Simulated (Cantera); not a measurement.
## Thermodynamics of nitride etching, feed BN + H₂O

Input: 1 mol BN, 0.37 mol H₂O, held at 29.0 Pa.

These are equilibrium values from Cantera (NASA tables, ideal gas, pure condensed phases), not measurements of a reactor. Candidate condensed phases: B, BN, B₂O₃, B₃O₃H₃, H₂O; 39 gas species. Mutual solubility and eutectic melting of coexisting phases are not modelled. Equilibrium is a limit: real reactors are often held back by kinetics, nucleation or transport.

```json
[
 {"T (°C)": "550", "x H₂": "0.750", "x N₂": "0.250", "x B₂O₃": "<1e-12", "x HBO": "1.63e-10", "x HBO₂": "2.88e-7", "x B₂O₂": "<1e-12", "x H": "3.73e-10", "x BO": "<1e-12", "n BN(s)": "0.753", "n B₂O₃(l)": "0.123"},
 {"T (°C)": "600", "x H₂": "0.750", "x N₂": "0.250", "x B₂O₃": "1.05e-11", "x HBO": "1.94e-9", "x HBO₂": "1.27e-6", "x B₂O₂": "<1e-12", "x H": "2.38e-9", "x BO": "<1e-12", "n BN(s)": "0.753", "n B₂O₃(l)": "0.123"},
 {"T (°C)": "650", "x H₂": "0.750", "x N₂": "0.250", "x B₂O₃": "2.10e-10", "x HBO": "1.75e-8", "x HBO₂": "4.69e-6", "x B₂O₂": "<1e-12", "x H": "1.24e-8", "x BO": "<1e-12", "n BN(s)": "0.753", "n B₂O₃(l)": "0.123"},
 {"T (°C)": "700", "x H₂": "0.750", "x N₂": "0.250", "x B₂O₃": "3.06e-9", "x HBO": "1.26e-7", "x HBO₂": "1.50e-5", "x B₂O₂": "1.48e-12", "x H": "5.50e-8", "x BO": "<1e-12", "n BN(s)": "0.753", "n B₂O₃(l)": "0.123"},
 {"T (°C)": "750", "x H₂": "0.750", "x N₂": "0.250", "x B₂O₃": "3.39e-8", "x HBO": "7.39e-7", "x HBO₂": "4.27e-5", "x B₂O₂": "3.72e-11", "x H": "2.10e-7", "x BO": "1.37e-11", "n BN(s)": "0.753", "n B₂O₃(l)": "0.123"},
 {"T (°C)": "800", "x H₂": "0.750", "x N₂": "0.250", "x B₂O₃": "2.97e-7", "x HBO": "3.67e-6", "x HBO₂": "0.000109", "x B₂O₂": "6.89e-10", "x H": "7.12e-7", "x BO": "2.03e-10", "n BN(s)": "0.753", "n B₂O₃(l)": "0.123"},
 {"T (°C)": "850", "x H₂": "0.750", "x N₂": "0.250", "x B₂O₃": "2.13e-6", "x HBO": "1.57e-5", "x HBO₂": "0.000256", "x B₂O₂": "9.77e-9", "x H": "2.17e-6", "x BO": "2.35e-9", "n BN(s)": "0.753", "n B₂O₃(l)": "0.123"},
 {"T (°C)": "900", "x H₂": "0.749", "x N₂": "0.250", "x B₂O₃": "1.28e-5", "x HBO": "5.94e-5", "x HBO₂": "0.000553", "x B₂O₂": "1.10e-7", "x H": "5.99e-6", "x BO": "2.20e-8", "n BN(s)": "0.754", "n B₂O₃(l)": "0.123"},
 {"T (°C)": "950", "x H₂": "0.749", "x N₂": "0.250", "x B₂O₃": "6.63e-5", "x HBO": "0.000200", "x HBO₂": "0.00112", "x B₂O₂": "1.01e-6", "x H": "1.53e-5", "x BO": "1.71e-7", "n BN(s)": "0.754", "n B₂O₃(l)": "0.123"},
 {"T (°C)": "1000", "x H₂": "0.747", "x N₂": "0.249", "x B₂O₃": "0.000299", "x HBO": "0.000612", "x HBO₂": "0.00213", "x B₂O₂": "7.74e-6", "x H": "3.62e-5", "x BO": "1.12e-6", "n BN(s)": "0.754", "n B₂O₃(l)": "0.122"},
 {"T (°C)": "1050", "x H₂": "0.744", "x N₂": "0.249", "x B₂O₃": "0.00120", "x HBO": "0.00171", "x HBO₂": "0.00383", "x B₂O₂": "5.07e-5", "x H": "8.03e-5", "x BO": "6.40e-6", "n BN(s)": "0.754", "n B₂O₃(l)": "0.121"},
 {"T (°C)": "1100", "x H₂": "0.737", "x N₂": "0.247", "x B₂O₃": "0.00432", "x HBO": "0.00442", "x HBO₂": "0.00657", "x B₂O₂": "0.000289", "x H": "0.000168", "x BO": "3.20e-5", "n BN(s)": "0.754", "n B₂O₃(l)": "0.118"},
 {"T (°C)": "1150", "x H₂": "0.719", "x N₂": "0.244", "x B₂O₃": "0.0141", "x HBO": "0.0106", "x HBO₂": "0.0107", "x B₂O₂": "0.00145", "x H": "0.000331", "x BO": "0.000143", "n BN(s)": "0.753", "n B₂O₃(l)": "0.110"},
 {"T (°C)": "1200", "x H₂": "0.674", "x N₂": "0.235", "x B₂O₃": "0.0426", "x HBO": "0.0235", "x HBO₂": "0.0164", "x B₂O₂": "0.00658", "x H": "0.000610", "x BO": "0.000577", "n BN(s)": "0.750", "n B₂O₃(l)": "0.0882"}
]
```
x: gas mole fraction; n: condensed amount in mol.

From 550 °C to 1200 °C the condensed part is BN(s) + B₂O₃(l). The main B-bearing gas is HBO₂ at 550 °C and B₂O₃ at 1200 °C.
